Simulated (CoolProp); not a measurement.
Isopentane at several states: density (kg/m³) from the reference equation and from simpler models built on Tc = 460.3 K, pc = 3.378 MPa, ω = 0.227; each cubic takes its own stable root.

The numbers come from the reference Helmholtz-energy equation of state, Lemmon 2006 in CoolProp. It is a short technical equation, of lower accuracy than the large ones.

| T (K) | p (MPa) | phase | reference |
|---|---|---|---|
| 268.5 | 0.3 | liquid | 644.5 |
| 374.6 | 3.27 | liquid | 534.8 |
| 212.4 | 9.59 | liquid | 702.6 |

Problem. How far does each simpler model (van der Waals, Redlich-Kwong, Soave-Redlich-Kwong, Peng-Robinson) lie from the reference over these 3 states: mean and median of the absolute difference, and the worst?

Solution. 
- van der Waals: mean 37.6 %, median 37.6 %, worst -38.4 % at 268.5 K and 0.3 MPa
- Redlich-Kwong: mean 9.8 %, median 9.1 %, worst -11.9 % at 374.6 K and 3.27 MPa
- Soave-Redlich-Kwong: mean 7.7 %, median 7.5 %, worst -8.6 % at 374.6 K and 3.27 MPa
- Peng-Robinson: mean 4.1 %, median 3.8 %, worst +5.1 % at 268.5 K and 0.3 MPa
